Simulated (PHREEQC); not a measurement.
1 kg of water holding 0.0074 mol/kgw KCl, 0.0051 mol/kgw Na2SO4 and 0.19 mol/kgw Na2CO3 is evaporated at 20 °C; the solids stay in contact with the brine. CO2 is held at log p = -3.4 (atm). Only these solids could form: Arcanite, Burkeite, Glaserite, Halite, Kalicinite, Mirabilite, Misenite, Nahcolite, Natron, Sylvite, Thenardite, Trona.

Base run: PHREEQC, Pitzer model, pitzer.dat. Each further column changes one thing. The table gives ionic strength.

```csv
H2O removed (mol),base,temperature from 20 to 25 °C
0,0.546,0.549
18.01,0.820,0.824
24.69,1.00,1.01
34.69,1.50,1.51
38.4,1.84,1.84
43.95,2.74,2.75
47.7,4.08,4.09
49.09,4.98,4.99
51.17,7.40,7.40
52.58,9.55,8.96
53.1,9.58,8.99
53.88,9.65,9.08
54.17,9.71,9.16
54.6,9.92,9.41
```
